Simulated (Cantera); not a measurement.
## (CH3)2SiCl2 + C2H2 + H2 (silicon carbide growth)

A closed system holds: 1 mol (CH3)2SiCl2, 0.011 mol C2H2, 22 mol H2, equilibrated at 1102 °C and 13.3 mbar.

Cantera equilibrium calculation (NASA polynomials, part measured and part estimated; ideal gas, pure solids and liquids). Candidate condensed phases: C, C6H6, C7H8, C8H18, Si, SiC; 109 gas species. The feed counts by its element totals alone. Rates play no part.

The x(H2) is 0.923 and the x(HCl) is 0.0767. The x(SiCl2) is 7.86e-5, the x(CH4) is 5.65e-5 and the x(H) is 2.85e-5. The x(SiCl3) comes out as 4.36e-6 and the x(Cl) is 1.96e-6. The x(C2H2 (acetylene)) is 1.64e-6, the x(SiCl4) is 1.11e-6 and the n(C(graphite)) comes out as 1.02 mol. The n(SiC(s)) comes out as 0.998 mol and the gas amount comes out as 26.01 mol. The log10 activity of Si(s) (absent) comes out as -2.37.
